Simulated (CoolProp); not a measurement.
Vapour-liquid equilibrium of n-hexane (1) + cyclohexane (2) at 139.95 °C; x and y are mole fractions of (1).

Computed with CoolProp (multi-fluid Helmholtz-energy mixture model, Thol 2019 and Zhou 2014; pair parameters Bell 2016).

```
x     bubble pressure (kPa)  y at the bubble point  dew pressure at overall composition x (kPa)  liquid density (mol/L)
----  ---------------------  ---------------------  -------------------------------------------  ----------------------
0.05                  460.2                  0.069                                        457.4                   7.698
0.15                  479.9                  0.195                                        472.8                   7.517
0.25                  498.4                  0.310                                        488.7                   7.343
0.35                  515.9                  0.416                                        505.0                   7.174
0.45                  532.7                  0.516                                        521.5                   7.011
0.55                      …                  0.611                                        538.3                       …
0.65                  564.3                  0.702                                        555.3                   6.699
0.75                      …                  0.790                                        572.4                   6.550
0.85                  594.2                      …                                        589.7                   6.405
0.95                  608.8                  0.959                                        607.2                   6.264
```

Task: What belongs in the gaps?

Result: 
- 0.55, bubble pressure (kPa): 548.7
- 0.55, liquid density (mol/L): 6.852
- 0.75, bubble pressure (kPa): 579.4
- 0.85, y at the bubble point: 0.876

No azeotrope shows between x = 0.05 and 0.95.

The pair parameters rest on a limited set of measurements; away from them the model extrapolates.
